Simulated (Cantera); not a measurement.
Titanium nitride, carbide and oxide coatings: Ti + H2O + H2

Charge: 1 mol Ti, 5 mol H2O, 17 mol H2, equilibrated at 0.0210 bar.

Method: chemical equilibrium by Gibbs-energy minimisation in Cantera with the NASA 1993 tables (ideal gas, pure condensed phases). Candidate condensed phases: H2O, Ti, TiO, TiO2, Ti2O3, Ti3O5, Ti4O7; 12 gas species. Mutual solubility and eutectic melting of coexisting phases are not modelled. Condensed phases not in the tables: Magnéli phases beyond Ti4O7. Equilibrium is a limit: real reactors are often held back by kinetics, nucleation or transport.

```csv
T (K),log p H2,log p H2O,log p H,log p OH,log p TiO2,log p O,n TiO2(rutile),n Ti4O7(s),n Ti4O7(l)
1650,-1.74,-2.54,-4.91,-7.06,-10.05,-10.32,1.00,0,0
1700,-1.74,-2.54,-4.70,-6.79,-9.48,-9.85,1.00,0,0
1750,-1.74,-2.54,-4.50,-6.54,-8.94,-9.40,1.000,0,0
1800,-1.74,-2.54,-4.32,-6.30,-8.43,-8.98,1.000,0,0
1850,-1.74,-2.54,-4.14,-6.07,-7.95,-8.59,1.000,0,0
1900,-1.75,-2.52,-3.97,-5.83,-7.50,-8.18,0.174,0.206,0
1950,-1.75,-2.51,-3.82,-5.62,-7.10,-7.81,0,0,0.250
```
log p: log10 of the partial pressure in bar; n: condensed amount in mol.

From 1650 K to 1850 K the condensed part is TiO2(rutile). At 1900 K the condensed part is TiO2(rutile) + Ti4O7(s). At 1950 K the condensed part is Ti4O7(l).
